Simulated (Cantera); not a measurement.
Cantera run:

```python
import numpy as np
import cantera as ct

gas_names = """
    H HNO HNO2 HNO3 HO2 H2 H2O H2O2 N NH NH2 NH3 NH2OH NO NO2 NO3 N2 N2H2 N2H4 N2O O OH O2 O3
""".split()
cond_names = """
    H2O(s) H2O(L)
""".split()


def load(file, names, dense=False):
    # The tables refer to 1 bar. Condensed volumes are neglected.
    table = {s.name: s for s in ct.Species.list_from_file(file)}
    out = []
    for n in names:
        d = dict(table[n].input_data)
        d["thermo"] = dict(d["thermo"], **{"reference-pressure": 1e5})
        if dense:
            d["equation-of-state"] = {"model": "constant-volume", "density": "1e6 g/cm^3"}
        out.append(ct.Species.from_dict(d))
    return out


gas = ct.Solution(thermo="ideal-gas", species=load("nasa_gas.yaml", gas_names))
cond = {s.name: ct.Solution(thermo="fixed-stoichiometry", species=[s], name=s.name)
        for s in load("nasa_condensed.yaml", cond_names, dense=True)}
atoms = {
    'N2O': {'N': 2, 'O': 1},
    'H2': {'H': 2},
}
top_T = {}  # K; cautious upper limits of use, not melting points


def equilibrate(T, P, feed):
    n = {}
    for name, mol in feed.items():
        for a, k in atoms[name].items():
            n[a] = n.get(a, 0.0) + k * mol
    gas.TPX = T, P, n
    mass = sum(n.values()) * gas.mean_molecular_weight
    gas.equilibrate("TP")
    valid = [c for c in cond.values() if c.min_temp <= T <= top_T.get(c.name, c.max_temp)]
    mix = ct.Mixture([(gas, mass / gas.mean_molecular_weight)] + [(c, 0.0) for c in valid])
    mix.T, mix.P = T, P
    mix.equilibrate("TP", solver="vcs", rtol=1e-11, max_steps=5000)
    return mix


results = []
feed = {'N2O': 1, 'H2': 0.12}  # mol
P = 100000  # Pa
for T in [2398, 2448, 2498, 2548, 2598, 2648, 2698, 2748, 2798, 2848, 2898, 2948, 2998]:
    mix = equilibrate(T, P, feed)
    results.append((T, P, feed, dict(zip(mix.species_names, mix.species_moles))))

top = {s: max(r[3][s] / sum(r[3][g] for g in gas_names) for r in results) for s in gas_names}
cols = sorted((s for s in top if top[s] > 1e-06), key=lambda s: -top[s])[:9]
seen = [c for c in cond_names if any(r[3].get(c, 0) > 1e-12 for r in results)]
print("log10 of partial pressures in bar; condensed amounts in mol")
print(f"{'T/K':>10s}" + "".join(f"{s[:9]:>10s}" for s in cols + seen))
for T, P, feed, n in results:
    ng = sum(n[g] for g in gas_names)
    print(f"{T:10.4g}" + "".join(f"{np.log10(max(n[s] / ng * P / 1e5, 1e-99)):10.3f}" for s in cols)
          + "".join(f"{n.get(c, 0):10.4g}" for c in seen))
```

Output:

```
log10 of partial pressures in bar; condensed amounts in mol
       T/K        N2        O2       H2O         O        NO        OH         H        H2       HO2
      2398    -0.202    -0.574    -1.147    -2.353    -1.717    -2.032    -3.458    -3.310    -4.959
      2448    -0.203    -0.577    -1.154    -2.241    -1.679    -1.964    -3.302    -3.203    -4.905
      2498    -0.204    -0.581    -1.162    -2.134    -1.642    -1.899    -3.154    -3.101    -4.854
      2548    -0.206    -0.586    -1.171    -2.031    -1.608    -1.838    -3.012    -3.005    -4.807
      2598    -0.207    -0.591    -1.181    -1.933    -1.575    -1.781    -2.876    -2.913    -4.762
      2648    -0.209    -0.597    -1.193    -1.838    -1.544    -1.727    -2.746    -2.827    -4.721
      2698    -0.211    -0.603    -1.207    -1.748    -1.515    -1.676    -2.621    -2.745    -4.684
      2748    -0.213    -0.611    -1.223    -1.661    -1.488    -1.629    -2.502    -2.668    -4.649
      2798    -0.216    -0.619    -1.241    -1.578    -1.462    -1.584    -2.388    -2.596    -4.618
      2848    -0.219    -0.628    -1.261    -1.498    -1.438    -1.544    -2.280    -2.530    -4.591
      2898    -0.222    -0.638    -1.284    -1.422    -1.416    -1.507    -2.176    -2.468    -4.567
      2948    -0.225    -0.649    -1.310    -1.350    -1.396    -1.473    -2.078    -2.411    -4.547
      2998    -0.228    -0.662    -1.339    -1.280    -1.377    -1.443    -1.984    -2.359    -4.531
```

Cantera equilibrium calculation (NASA polynomials, part measured and part estimated; ideal gas, pure solids and liquids).
